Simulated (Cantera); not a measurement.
Charge: 1 mol Cr, 2 mol O2, 6.9 mol N2, held at 1.70e-5 bar.

Equilibrium computed with Cantera from the NASA thermochemical tables; the gas is ideal and each condensed phase is pure. Candidate condensed phases: Cr, CrN, Cr2N, Cr2O3; 14 gas species. The numbers say what is thermodynamically allowed, not how fast it happens.

Q: What share of the Cr ends up in condensed phases as a function of T (K), at 1500, 1550, 1600, 1650, 1700, 1750, 1800, 1850?

A: 
```
T (K)  Cr condensed (%)        as
-----  ----------------  --------
1500              100.0  Cr2O3(s)
1550              100.0  Cr2O3(s)
1600               99.9  Cr2O3(s)
1650               99.8  Cr2O3(s)
1700               99.6  Cr2O3(s)
1750               98.9  Cr2O3(s)
1800               97.2  Cr2O3(s)
1850               93.1  Cr2O3(s)
```
